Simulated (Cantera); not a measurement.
A perfectly stirred reactor is fed with 7.65 % CO, 7.65 % H2, 17.8 % O2, 66.9 % N2, equivalence ratio 0.43, at 4.80 bar; it is adiabatic with a 300 K inlet, and is followed from long to short residence time, starting on the burning branch (τ in s: 0.28, 0.12, 0.054, 0.024, 0.011, 0.0047, 0.0021, 0.00092, 0.0004, 0.00018, 7.9e-05).

Detailed kinetics in Cantera: GRI-Mech 3.0 (53 species, 325 reactions). The hydrogen kinetics of GRI-Mech 3.0 are dated; newer H2 mechanisms differ, most at raised pressure.

x: mole fraction; the columns are a selection and need not sum to one.

```tsv
τ (s)	T (K)	x CO	x H2	x O2	x H	x NO2
0.28	1555	0.000133	1.47e-5	0.110	3.14e-7	6.09e-8
0.12	1553	[?]	[?]	0.110	[?]	[?]
0.054	1552	0.000417	4.50e-5	0.110	1.52e-6	1.03e-7
0.024	1549	0.000731	7.81e-5	0.110	3.35e-6	1.15e-7
0.011	1544	0.00126	0.000133	0.111	7.15e-6	1.09e-7
0.0047	1534	0.00229	0.000241	0.111	1.62e-5	8.59e-8
0.0021	1518	0.00412	0.000430	0.112	3.46e-5	5.97e-8
0.00092	1486	0.00783	0.000822	0.114	7.14e-5	3.77e-8
0.00040	1384	0.0199	0.00239	0.120	0.000118	1.83e-8
0.00018	300	0.0765	0.0765	0.178	<1e-12	<1e-12
7.9e-5	300	0.0765	0.0765	0.178	<1e-12	<1e-12
```

Task: Some entries are withheld; supply them.

Result: 
- 0.12, x CO: 0.000240
- 0.12, x H2: 2.62e-5
- 0.12, x H: 7.03e-7
- 0.12, x NO2: 8.26e-8
